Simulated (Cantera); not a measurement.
Cantera run, input and output.

```python
import numpy as np
import cantera as ct

gas = ct.Solution("gri30.yaml")
gas.TPX = 1273, 560000, {'CO': 1, 'H2': 0.047, 'O2': 0.349, 'N2': 1.31}
reactor = ct.IdealGasReactor(gas, energy="on", clone=False)
net = ct.ReactorNet([reactor])
net.rtol, net.atol = 1e-08, 1e-16
show = ['CO', 'H2', 'O2', 'H', 'H2O2', 'NO']
times = np.geomspace(2e-06, 2, 10)

steps = ct.SolutionArray(gas, extra=["t"])
rows = []
print(f"{'t/s':>10s}{'T/K':>9s}{'P/Pa':>11s}" + "".join(f"{s:>11s}" for s in show))
for t in times:
    while net.time < t:
        t_next = net.step()
        steps.append(gas.state, t=t_next)
    rows.append([np.interp(t, steps.t, y) for y in (steps.T, steps.P, *steps(*show).X.T)])
    print(f"{t:10.3e}{rows[-1][0]:9.1f}{rows[-1][1]:11.4g}" + "".join(f"{x:11.3e}" for x in rows[-1][2:]))
rate = np.gradient(steps.T, steps.t)
print("integrator steps:", len(steps.t))
if steps.T.max() > steps.T[0] + 200:
    print(f"time of steepest temperature rise: {steps.t[rate.argmax()]:.4e} s")
gas.TPX = 1273, 560000, {'CO': 1, 'H2': 0.047, 'O2': 0.349, 'N2': 1.31}
gas.equilibrate("UV")
print(f"equilibrium (UV): T = {gas.T:.1f} K  " + "  ".join(f"{s} {gas[s].X[0]:.3e}" for s in show))
```

It prints:

```
       t/s      T/K       P/Pa         CO         H2         O2          H       H2O2         NO
 2.000e-06   1273.0    5.6e+05  3.695e-01  1.737e-02  1.290e-01  4.975e-08  3.418e-11  6.520e-17
 9.283e-06   1273.2  5.601e+05  3.695e-01  1.735e-02  1.289e-01  5.291e-06  2.874e-08  3.981e-13
 4.309e-05   2999.2  1.196e+06  2.025e-01  1.630e-03  2.482e-02  2.924e-03  1.181e-07  1.860e-03
 2.000e-04   3065.9  1.215e+06  1.957e-01  1.614e-03  1.762e-02  2.235e-03  1.178e-07  1.135e-02
 9.283e-04   3063.7  1.214e+06  1.958e-01  1.620e-03  1.732e-02  2.226e-03  1.165e-07  1.219e-02
 4.309e-03   3063.7  1.214e+06  1.958e-01  1.620e-03  1.732e-02  2.226e-03  1.165e-07  1.219e-02
 2.000e-02   3063.7  1.214e+06  1.958e-01  1.620e-03  1.732e-02  2.226e-03  1.165e-07  1.219e-02
 9.283e-02   3063.7  1.214e+06  1.958e-01  1.620e-03  1.732e-02  2.226e-03  1.165e-07  1.219e-02
 4.309e-01   3063.7  1.214e+06  1.958e-01  1.620e-03  1.732e-02  2.226e-03  1.165e-07  1.219e-02
 2.000e+00   3063.7  1.214e+06  1.958e-01  1.620e-03  1.732e-02  2.226e-03  1.165e-07  1.219e-02
integrator steps: 1381
time of steepest temperature rise: 2.4833e-05 s
equilibrium (UV): T = 3063.7 K  CO 1.958e-01  H2 1.620e-03  O2 1.732e-02  H 2.226e-03  H2O2 1.165e-07  NO 1.219e-02
```

Computed with Cantera and GRI-Mech 3.0 (53 species, 325 reactions). The hydrogen kinetics of GRI-Mech 3.0 are dated; newer H2 mechanisms differ, most at raised pressure. Above 3000 K some thermodynamic fits are extrapolated.
